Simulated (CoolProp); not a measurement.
Sulfur hexafluoride at several states: density (kg/m³) from the reference equation and from simpler models built on Tc = 318.7 K, pc = 3.755 MPa, ω = 0.210; each cubic takes its own stable root.

Computed with CoolProp (reference Helmholtz-energy equation of state, Guder 2009).

| T (K) | p (MPa) | phase | reference |
|---|---|---|---|
| 354.4 | 0.555 | gas | 28.52 |
| 536.9 | 1.06 | gas | 35.10 |
| 557.6 | 3.77 | supercritical | 122.4 |
| 567.1 | 6.52 | supercritical | 210.1 |
| 386.7 | 0.574 | gas | 26.79 |
| 384.3 | 4.49 | supercritical | 266.0 |

Task: How far does each simpler model (ideal gas, van der Waals, Soave-Redlich-Kwong, Peng-Robinson) lie from the reference over these 6 states: mean and median of the absolute difference, and the worst?

Result: 
- ideal gas: mean 6.2 %, median 3.2 %, worst -22.9 % at 384.3 K and 4.49 MPa
- van der Waals: mean 2.9 %, median 2.3 %, worst +6.9 % at 567.1 K and 6.52 MPa
- Soave-Redlich-Kwong: mean 0.6 %, median 0.5 %, worst -1.6 % at 567.1 K and 6.52 MPa
- Peng-Robinson: mean 1.0 %, median 0.7 %, worst +2.9 % at 384.3 K and 4.49 MPa
